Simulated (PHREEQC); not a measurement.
## Buffer: an equilibrium model

A solution holds 0.017 mol/kgw NaH2PO4, 0.01 mol/kgw KOH and 0.26 mol/kgw KCl, at 25 °C. Closed to the air; pH follows from the charge balance.

The numbers come from PHREEQC with the ion-association model, phreeqc.dat.

Each row changes one thing in this solution. No solid was allowed to form.

```
case                                   pH  ionic strength (mol/kgw)  HPO4-2 (mol/kgw)  H2PO4- (mol/kgw)  KHPO4- (mol/kgw)  NaHPO4- (mol/kgw)
-----------------------------------  ----  ------------------------  ----------------  ----------------  ----------------  -----------------
as made                              6.86                     0.295           0.00879           0.00700           0.00113            7.62e-5
KCl from 0.26 to 1.3 mol/kgw         6.61                      1.33           0.00733           0.00700           0.00262            4.39e-5
NaH2PO4 from 0.017 to 0.085 mol/kgw  5.80                     0.362           0.00864            0.0750           0.00103           0.000351
diluted 2-fold with water            6.96                     0.148           0.00459           0.00350          0.000383            2.50e-5
diluted 10-fold with water           7.14                    0.0296          0.000971          0.000700           2.68e-5            1.71e-6
KCl left out                         7.13                    0.0365           0.00975           0.00700           9.36e-5           0.000161
diluted 100-fold with water          7.28                   0.00297           9.94e-5           7.01e-5           4.13e-7            2.60e-8
```

The ionic strength passes 0.7 mol/kgw, the rough limit of the ion-association models, in KCl from 0.26 to 1.3 mol/kgw.
